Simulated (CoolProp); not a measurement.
A simple Rankine cycle with hydrogen sulfide: condensing at 306.15 K, boiler at 6.56 MPa, turbine inlet 505 K, turbine efficiency 0.7, pump efficiency 0.7, no recuperator. Each further row changes one setting.

Model: reference Helmholtz-energy equation of state, Lemmon 2006, in CoolProp. It is a short technical equation, of lower accuracy than the large ones.

```json
[
 {"case": "as stated", "thermal efficiency (%)": "10.1", "net work (kJ/kg)": "61.6", "heat in (kJ/kg)": "607", "turbine exit temperature (K)": "[?]", "volume ratio over the turbine": "2.31"},
 {"case": "turbine inlet 525 K", "thermal efficiency (%)": "10.3", "net work (kJ/kg)": "65.4", "heat in (kJ/kg)": "[?]", "turbine exit temperature (K)": "[?]", "volume ratio over the turbine": "2.31"},
 {"case": "condensing temperature 298.15 K", "thermal efficiency (%)": "11.6", "net work (kJ/kg)": "72.6", "heat in (kJ/kg)": "624", "turbine exit temperature (K)": "408.3", "volume ratio over the turbine": "2.72"},
 {"case": "boiler pressure 4.59 MPa", "thermal efficiency (%)": "7.0", "net work (kJ/kg)": "43.5", "heat in (kJ/kg)": "623", "turbine exit temperature (K)": "451.9", "volume ratio over the turbine": "1.71"},
 {"case": "turbine efficiency 0.6", "thermal efficiency (%)": "8.5", "net work (kJ/kg)": "[?]", "heat in (kJ/kg)": "607", "turbine exit temperature (K)": "430.4", "volume ratio over the turbine": "[?]"}
]
```

Question: Some entries are withheld; supply them.

Answer: 
- as stated, turbine exit temperature (K): 421.9
- turbine inlet 525 K, heat in (kJ/kg): 632
- turbine inlet 525 K, turbine exit temperature (K): 440.6
- turbine efficiency 0.6, net work (kJ/kg): 51.7
- turbine efficiency 0.6, volume ratio over the turbine: 2.37
